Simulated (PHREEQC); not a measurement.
Synthetic water in mmol/kgw, 45 °C, pH 6.4:

| constituent | mmol/kgw |
|---|---|
| Na | 96.9 |
| K | 20.7 |
| Ca | 7.67 |
| Mg | 37.2 |
| Cl | 615 |
| S(6) | 3.38 |
| Alkalinity (meq/kgw) | 0.0214 |
| Li | 2.97 |

Valence states are taken as typed.

All values are PHREEQC results (Pitzer model, pitzer.dat), not measurements.

Precipitation was switched off in this run.

**Question.** What activity of water, specific conductance does the model give?

**Answer.** activity of water 0.987; specific conductance 60700 µS/cm.

**Question.** In which forms is C present?

**Answer.** HCO3- 67 %, CO2 33 % of the C.

Away from 25 °C the constants follow the database's enthalpies or fits; those with neither stay at their 25 °C values.
